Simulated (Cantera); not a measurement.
BF3 + O2 + N2 (boron, boron nitride and boron oxide)

Charge: 1 mol BF3, 4.1 mol O2, 0.17 mol N2, equilibrated at 2023.15 K.

Method: chemical equilibrium by Gibbs-energy minimisation in Cantera with the NASA 1993 tables (ideal gas, pure condensed phases). Candidate condensed phases: B, BN, B2O3; 31 gas species. The tables' values for BF2 are old estimates; treat these amounts as uncertain. Rates play no part.

```csv
P (Pa),log p O2,log p BF3,log p F,log p BOF,log p O,log p N2
10,-4.23,-5.08,-4.81,-5.11,-5.21,-5.58
63,-3.36,-4.06,-4.32,-4.62,-4.78,-4.74
400,-2.53,-3.17,-3.89,-4.19,-4.36,-3.92
2500,-1.72,-2.35,-3.48,-3.78,-3.96,-3.12
16000,-0.91,-1.53,-3.07,-3.38,-3.55,-2.31
100000,-0.11,-0.73,-2.66,-2.99,-3.15,-1.51
```
log p: log10 of the partial pressure in bar; nothing condenses.

From 0.0750 Torr to 750 Torr nothing is condensed. The main B-bearing gas is BF3 throughout.
